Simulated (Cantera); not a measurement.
A perfectly stirred reactor is fed with 28.5 % H2, 36.1 % O2, 35.4 % N2, equivalence ratio 0.40, at 150 Torr; it is held at 948 K, and followed from long to short residence time.

Cantera simulation using GRI-Mech 3.0 (53 species, 325 reactions); the numbers are that mechanism's predictions, not measurements. Below about 950 K walls govern HO2 and H2O2 in real vessels. The temperature is held fixed by assumption; the heat of reaction is taken as removed at once.

Question: Predict: x(H2) at τ = 2.20 s; x(O2) at τ = 2.20 s; x(H2O2) at τ = 2.20 s; x(O) at τ = 2.20 s; x(H2) at τ = 31.0 ms; x(O2) at τ = 31.0 ms; x(H2O2) at τ = 31.0 ms; x(NO) at τ = 31.0 ms; x(O) at τ = 31.0 ms.

Answer: 
```
Item                       Value
----------------------  --------
x(H2) at τ = 2.20 s       0.0168
x(O2) at τ = 2.20 s        0.261
x(H2O2) at τ = 2.20 s   0.000267
x(O) at τ = 2.20 s       3.46e-6
x(H2) at τ = 31.0 ms      0.0331
x(O2) at τ = 31.0 ms       0.267
x(H2O2) at τ = 31.0 ms   2.47e-5
x(NO) at τ = 31.0 ms     6.76e-9
x(O) at τ = 31.0 ms     0.000123
```
